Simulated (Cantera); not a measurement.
What does this Cantera script print?

```python
import numpy as np
import cantera as ct

gas = ct.Solution("h2o2.yaml")
gas.TPX = 1750, 500000, {'H2': 1, 'O2': 1.43, 'N2': 5.37}
reactor = ct.IdealGasReactor(gas, energy="on", clone=False)
net = ct.ReactorNet([reactor])
net.rtol, net.atol = 1e-08, 1e-16
show = ['H2', 'O2', 'O', 'H2O2', 'HO2']
times = np.geomspace(1e-06, 1, 11)

steps = ct.SolutionArray(gas, extra=["t"])
rows = []
print(f"{'t/s':>10s}{'T/K':>9s}{'P/Pa':>11s}" + "".join(f"{s:>11s}" for s in show))
for t in times:
    while net.time < t:
        t_next = net.step()
        steps.append(gas.state, t=t_next)
    rows.append([np.interp(t, steps.t, y) for y in (steps.T, steps.P, *steps(*show).X.T)])
    print(f"{t:10.3e}{rows[-1][0]:9.1f}{rows[-1][1]:11.4g}" + "".join(f"{x:11.3e}" for x in rows[-1][2:]))
rate = np.gradient(steps.T, steps.t)
print("integrator steps:", len(steps.t))
if steps.T.max() > steps.T[0] + 200:
    print(f"time of steepest temperature rise: {steps.t[rate.argmax()]:.4e} s")
gas.TPX = 1750, 500000, {'H2': 1, 'O2': 1.43, 'N2': 5.37}
gas.equilibrate("UV")
print(f"equilibrium (UV): T = {gas.T:.1f} K  " + "  ".join(f"{s} {gas[s].X[0]:.3e}" for s in show))
```

It prints:

```
       t/s      T/K       P/Pa         H2         O2          O       H2O2        HO2
 1.000e-06   1751.9  5.005e+05  1.247e-01  1.815e-01  5.682e-04  8.135e-07  8.080e-05
 3.981e-06   2442.2  6.688e+05  6.917e-03  1.152e-01  1.725e-02  8.922e-07  3.775e-05
 1.585e-05   2697.1   7.27e+05  2.017e-03  1.213e-01  4.815e-03  1.216e-06  2.802e-05
 6.310e-05   2699.8  7.276e+05  1.963e-03  1.214e-01  4.688e-03  1.241e-06  2.823e-05
 2.512e-04   2699.8  7.276e+05  1.963e-03  1.214e-01  4.688e-03  1.241e-06  2.823e-05
 1.000e-03   2699.8  7.276e+05  1.963e-03  1.214e-01  4.688e-03  1.241e-06  2.823e-05
 3.981e-03   2699.8  7.276e+05  1.963e-03  1.214e-01  4.688e-03  1.241e-06  2.823e-05
 1.585e-02   2699.8  7.276e+05  1.963e-03  1.214e-01  4.688e-03  1.241e-06  2.823e-05
 6.310e-02   2699.8  7.276e+05  1.963e-03  1.214e-01  4.688e-03  1.241e-06  2.823e-05
 2.512e-01   2699.8  7.276e+05  1.963e-03  1.214e-01  4.688e-03  1.241e-06  2.823e-05
 1.000e+00   2699.8  7.276e+05  1.963e-03  1.214e-01  4.688e-03  1.241e-06  2.823e-05
integrator steps: 915
time of steepest temperature rise: 1.6232e-06 s
equilibrium (UV): T = 2699.8 K  H2 1.963e-03  O2 1.214e-01  O 4.688e-03  H2O2 1.241e-06  HO2 2.823e-05
```

Cantera simulation using the H2/O2 subset of GRI-Mech 3.0, which has no nitrogen chemistry; the numbers are that mechanism's predictions, not measurements. The hydrogen kinetics of GRI-Mech 3.0 are dated; newer H2 mechanisms differ, most at raised pressure.
